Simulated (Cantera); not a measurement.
What does this Cantera script print?

```python
import numpy as np
import cantera as ct

gas_names = """
    H HO2 H2 H2O H2O2 H2S H2SO4 O OH O2 O3 S SH SO SO2 SO3 S2 S2O S8
""".split()
cond_names = """
    H2O(s) H2O(L) H2SO4(L) S(cr1) S(cr2) S(L)
""".split()


def load(file, names, dense=False):
    # The tables refer to 1 bar. Condensed volumes are neglected.
    table = {s.name: s for s in ct.Species.list_from_file(file)}
    out = []
    for n in names:
        d = dict(table[n].input_data)
        d["thermo"] = dict(d["thermo"], **{"reference-pressure": 1e5})
        if dense:
            d["equation-of-state"] = {"model": "constant-volume", "density": "1e6 g/cm^3"}
        out.append(ct.Species.from_dict(d))
    return out


gas = ct.Solution(thermo="ideal-gas", species=load("nasa_gas.yaml", gas_names))
cond = {s.name: ct.Solution(thermo="fixed-stoichiometry", species=[s], name=s.name)
        for s in load("nasa_condensed.yaml", cond_names, dense=True)}
atoms = {
    'SO2': {'S': 1, 'O': 2},
    'H2': {'H': 2},
    'H2O': {'H': 2, 'O': 1},
}
top_T = {}  # K; cautious upper limits of use, not melting points


def equilibrate(T, P, feed):
    n = {}
    for name, mol in feed.items():
        for a, k in atoms[name].items():
            n[a] = n.get(a, 0.0) + k * mol
    gas.TPX = T, P, n
    mass = sum(n.values()) * gas.mean_molecular_weight
    gas.equilibrate("TP")
    valid = [c for c in cond.values() if c.min_temp <= T <= top_T.get(c.name, c.max_temp)]
    mix = ct.Mixture([(gas, mass / gas.mean_molecular_weight)] + [(c, 0.0) for c in valid])
    mix.T, mix.P = T, P
    mix.equilibrate("TP", solver="vcs", rtol=1e-11, max_steps=5000)
    return mix


results = []
feed = {'SO2': 1, 'H2': 0.69, 'H2O': 0.15}  # mol
T = 3098  # K
for P in [10, 65, 420, 2700, 17000, 110000, 720000, 4700000, 30000000]:
    mix = equilibrate(T, P, feed)
    results.append((T, P, feed, dict(zip(mix.species_names, mix.species_moles))))

top = {s: max(r[3][s] / sum(r[3][g] for g in gas_names) for r in results) for s in gas_names}
cols = sorted((s for s in top if top[s] > 1e-05), key=lambda s: -top[s])[:7]
seen = [c for c in cond_names if any(r[3].get(c, 0) > 1e-12 for r in results)]
print("log10 of partial pressures in bar; condensed amounts in mol")
print(f"{'P/Pa':>10s}" + "".join(f"{s[:9]:>10s}" for s in cols + seen))
for T, P, feed, n in results:
    ng = sum(n[g] for g in gas_names)
    print(f"{P:10.4g}" + "".join(f"{np.log10(max(n[s] / ng * P / 1e5, 1e-99)):10.3f}" for s in cols)
          + "".join(f"{n.get(c, 0):10.4g}" for c in seen))
```

It prints:

```
log10 of partial pressures in bar; condensed amounts in mol
      P/Pa         O       H2O       SO2         H         S        SO        H2
        10    -4.355    -9.906    -9.019    -4.458    -4.689    -6.508    -7.566
        65    -3.558    -7.477    -6.637    -3.642    -3.900    -4.922    -5.934
       420    -2.826    -5.120    -4.474    -2.829    -3.199    -3.490    -4.308
      2700    -2.257    -3.089    -2.779    -2.099    -2.644    -2.365    -2.847
   1.7e+04    -1.889    -1.650    -1.533    -1.563    -2.134    -1.487    -1.776
   1.1e+05    -1.670    -0.573    -0.528    -1.134    -1.567    -0.701    -0.918
   7.2e+05    -1.521     0.355     0.365    -0.744    -0.971     0.044    -0.138
   4.7e+06    -1.365     1.232     1.218    -0.384    -0.431     0.740     0.582
     3e+07    -1.183     2.076     2.048    -0.053     0.036     1.388     1.245
```

Method: chemical equilibrium by Gibbs-energy minimisation in Cantera with the NASA 1993 tables (ideal gas, pure condensed phases). The ideal-gas law is rough above about 30 bar.
